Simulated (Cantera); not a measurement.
What does this Cantera script print?

```python
import numpy as np
import cantera as ct

gas = ct.Solution("h2o2.yaml")
gas.TPX = 975, 62000, {'H2': 0.97, 'O2': 1, 'N2': 0.81}
reactor = ct.IdealGasConstPressureReactor(gas, energy="off", clone=False)
net = ct.ReactorNet([reactor])
net.rtol, net.atol = 1e-08, 1e-18
show = ['H2', 'O2', 'HO2', 'H', 'H2O', 'H2O2']
times = np.geomspace(0.0003, 20, 11)

steps = ct.SolutionArray(gas, extra=["t"])
rows = []
print(f"{'t/s':>10s}{'T/K':>9s}{'P/Pa':>11s}" + "".join(f"{s:>11s}" for s in show))
for t in times:
    while net.time < t:
        t_next = net.step()
        steps.append(gas.state, t=t_next)
    rows.append([np.interp(t, steps.t, y) for y in (steps.T, steps.P, *steps(*show).X.T)])
    print(f"{t:10.3e}{rows[-1][0]:9.1f}{rows[-1][1]:11.4g}" + "".join(f"{x:11.3e}" for x in rows[-1][2:]))
rate = np.gradient(steps.T, steps.t)
print("integrator steps:", len(steps.t))
if steps.T.max() > steps.T[0] + 200:
    print(f"time of steepest temperature rise: {steps.t[rate.argmax()]:.4e} s")
gas.TPX = 975, 62000, {'H2': 0.97, 'O2': 1, 'N2': 0.81}
gas.equilibrate("TP")
print(f"equilibrium (TP): T = {gas.T:.1f} K  " + "  ".join(f"{s} {gas[s].X[0]:.3e}" for s in show))
```

Result:

```
       t/s      T/K       P/Pa         H2         O2        HO2          H        H2O       H2O2
 3.000e-04    975.0    6.2e+04  1.680e-01  2.890e-01  3.708e-04  1.377e-03  2.175e-01  2.789e-05
 9.110e-04    975.0    6.2e+04  1.507e-01  2.827e-01  1.046e-04  4.382e-07  2.399e-01  2.614e-04
 2.766e-03    975.0    6.2e+04  1.503e-01  2.825e-01  8.082e-05  5.010e-07  2.403e-01  3.277e-04
 8.400e-03    975.0    6.2e+04  1.489e-01  2.819e-01  9.895e-05  7.745e-07  2.419e-01  5.162e-04
 2.551e-02    975.0    6.2e+04  1.402e-01  2.782e-01  1.361e-04  1.538e-06  2.519e-01  1.121e-03
 7.746e-02    975.0    6.2e+04  1.015e-01  2.632e-01  1.390e-04  1.445e-06  2.986e-01  1.316e-03
 2.352e-01    975.0    6.2e+04  3.383e-02  2.372e-01  9.053e-05  5.098e-07  3.812e-01  5.917e-04
 7.143e-01    975.0    6.2e+04  2.452e-03  2.253e-01  1.789e-05  1.896e-08  4.197e-01  2.560e-05
 2.169e+00    975.0    6.2e+04  2.708e-04  2.245e-01  2.770e-06  4.900e-10  4.223e-01  6.349e-07
 6.586e+00    975.0    6.2e+04  4.501e-05  2.244e-01  6.112e-07  3.089e-11  4.226e-01  3.386e-08
 2.000e+01    975.0    6.2e+04  4.157e-06  2.244e-01  1.025e-07  2.125e-12  4.227e-01  1.487e-09
integrator steps: 2478
equilibrium (TP): T = 975.0 K  H2 4.642e-11  O2 2.244e-01  HO2 1.185e-09  H 9.963e-15  H2O 4.227e-01  H2O2 3.198e-10
```

Detailed kinetics in Cantera: the H2/O2 subset of GRI-Mech 3.0, which has no nitrogen chemistry. The temperature is held fixed by assumption; the heat of reaction is taken as removed at once.
